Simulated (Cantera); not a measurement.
Charge: 1 mol Al(CH₃)₃, 23 mol O₂, 40 mol H₂, equilibrated at 802 °C and 10.0 mbar.

Cantera equilibrium calculation (NASA polynomials, part measured and part estimated; ideal gas, pure solids and liquids). Candidate condensed phases: Al, Al₂O₃, C, C₆H₆, C₇H₈, C₈H₁₈, H₂O; 121 gas species. The feed counts by its element totals alone. Kinetics and transport are ignored.

Base state: H₂O 0.818, H₂ 0.119, CO₂ 0.0556, CO 0.00751 (mole fractions); condensed: Al₂O₃(s).

Question: What changes in the equilibrium state with this change: temperature from 802 °C to 1227 °C?

Answer: 
| species | before | after |
|---|---|---|
| H₂O | 0.818 | 0.827 |
| H₂ | 0.119 | 0.110 |
| CO₂ | 0.0556 | 0.0470 |
| CO | 0.00751 | 0.0162 |
| OH | 1.32e-9 | 1.25e-5 |
| H | 5.06e-8 | 5.84e-5 |
| Al₂O₃(s), mol | 0.500 | 0.500 |
